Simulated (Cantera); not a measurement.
Thermodynamics of silicon carbide growth, feed SiH₄ + C₃H₈ + H₂

Charge: 1 mol SiH₄, 0.56 mol C₃H₈, 650 mol H₂, equilibrated at 827 °C and 1.20 mbar.

These are equilibrium values from Cantera (NASA tables, ideal gas, pure condensed phases), not measurements of a reactor. Candidate condensed phases: C, C₆H₆, C₇H₈, C₈H₁₈, Si, SiC; 87 gas species. The numbers say what is thermodynamically allowed, not how fast it happens.

```json
{
  "x(H₂)": "1.000",
  "x(CH₄)": "4.31e-5",
  "n(C(graphite))": "0.652 mol",
  "n(SiC(s))": "1.00 mol",
  "gas_amount": "654.2 mol",
  "log10 activity of Si(s) (absent)": "-3.06"
}
```
